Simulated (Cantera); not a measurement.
Charge: 1 mol HMDSO, 0.47 mol H₂O, 150 mol N₂, at 1427 °C and 0.100 bar.

Equilibrium computed with Cantera from the NASA thermochemical tables; the gas is ideal and each condensed phase is pure. Candidate condensed phases: C, C₆H₆, C₇H₈, C₈H₁₈, H₂O, Si, SiC, SiO₂, Si₂N₂O, Si₃N₄; 151 gas species. The feed counts by its element totals alone. The numbers say what is thermodynamically allowed, not how fast it happens.

Base state: N₂ 0.932, H₂ 0.0583, CO 0.00910, HCN 0.000854, H 0.000113, SiO 3.72e-5, HNC 2.55e-5 (mole fractions); condensed: C(graphite) + SiC(s).

Problem. What changes in the equilibrium state with this change: H₂O from 0.47 to 1.2 mol?

Solution. 
```json
[
 {"species": "N₂", "before": "0.932", "after": "0.923"},
 {"species": "H₂", "before": "0.0583", "after": "0.0623"},
 {"species": "CO", "before": "0.00910", "after": "0.0135"},
 {"species": "SiO", "before": "3.72e-5", "after": "5.52e-5"},
 {"species": "H", "before": "0.000113", "after": "0.000116"},
 {"species": "HNC", "before": "2.55e-5", "after": "2.63e-5"},
 {"species": "HCN", "before": "0.000854", "after": "0.000878"},
 {"species": "C(graphite), mol", "before": "2.40", "after": "1.67"},
 {"species": "SiC(s), mol", "before": "1.99", "after": "1.99"}
]
```
